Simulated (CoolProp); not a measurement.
The fluoroketone C6F12O (FK-5-1-12) along the isotherm 108.65 °C: Z from the reference equation and from simpler models built on Tc = 168.7 °C, pc = 1869 kPa, ω = 0.471; each cubic takes its own stable root.

The numbers come from the reference Helmholtz-energy equation of state, McLinden 2015 in CoolProp.

```tsv
p (kPa)	phase	reference	Redlich-Kwong	Peng-Robinson
2.96	gas	0.9991	0.9992	0.9990
4.77	gas	0.9985	0.9987	0.9984
7.71	gas	0.9975	0.9979	0.9975
12.5	gas	0.9960	0.9965	0.9959
20.1	gas	0.9936	0.9944	0.9934
32.5	gas	0.9896	0.9910	0.9892
52.6	gas	0.9830	0.9853	0.9825
84.9	gas	0.9723	0.9762	0.9715
137	gas	0.9547	0.9611	0.9535
222	gas	0.9247	0.9357	0.9230
358	gas	0.8726	0.8926	0.8709
578	liquid	0.04423	0.8143	0.04435
935	liquid	0.07116	0.08839	0.07102
```

At some of these states Redlich-Kwong gives the other phase, because its saturation line lies elsewhere.
